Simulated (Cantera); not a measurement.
An isothermal, constant-pressure homogeneous reactor starts with H₂ : O₂ = 0.015 : 1 (molar parts), at 1000 K and 0.0120 bar.

Cantera simulation using the H2/O2 subset of GRI-Mech 3.0, which has no nitrogen chemistry; the numbers are that mechanism's predictions, not measurements. Radical loss at walls, strong at low pressure, is not modelled.

x: mole fraction; the columns are a selection and need not sum to one.

```
t (s)         x H₂   x O₂     x H₂O      x OH       x O     x HO₂
--------  --------  -----  --------  --------  --------  --------
0.000500    0.0148  0.985  2.32e-11  4.15e-11  5.55e-11  6.43e-11
0.00251     0.0148  0.985   1.86e-9  9.26e-10   1.73e-9  3.46e-10
0.0126      0.0144  0.985  0.000258  0.000104  0.000203   1.97e-6
0.0631         [?]  0.980    0.0144       [?]       [?]   2.09e-6
0.316          [?]  0.985    0.0148       [?]       [?]       [?]
1.59       3.33e-7  0.985    0.0149   2.88e-5   3.07e-5   1.28e-7
7.95       1.96e-8  0.985    0.0149   7.44e-6   2.02e-6   1.42e-8
39.9       1.90e-9  0.985    0.0149   2.42e-6   2.13e-7   1.80e-9
200       2.69e-10  0.985    0.0149   9.27e-7   3.14e-8  3.56e-10
```

### Question
Complete the blanks.

### Answer

- 0.0631, x H₂: 5.99e-5
- 0.0631, x OH: 0.000364
- 0.0631, x O: 0.00453
- 0.316, x H₂: 6.58e-6
- 0.316, x OH: 0.000120
- 0.316, x O: 0.000542
- 0.316, x HO₂: 7.64e-7
